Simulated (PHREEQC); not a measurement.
4.4 g of hydrous ferric oxide (600 m²/g; 0.2 weak and 0.005 strong sites per Fe, Dzombak-Morel constants, diffuse double layer) in 1 kg of water with 0.1 mol/kgw of an inert sodium salt, at 25 °C; the pH is set by adding NaOH or the inert anion's acid. O2 is buffered at 0.21 atm. The system is closed to CO2. No solid was allowed to form.

Model: ion-association model, wateq4f.dat, run in PHREEQC.

Task: Predict surface charge σ (C/m²), surface potential ψ (mV) at pH = 5, 9, 10.33.

Result: 
| pH | surface charge σ (C/m²) | surface potential ψ (mV) |
|---|---|---|
| 5 | 0.216 | 126 |
| 9 | -0.034 | -42 |
| 10.33 | -0.122 | -97 |

The oxide is taken as insoluble; below pH 4 it would dissolve.
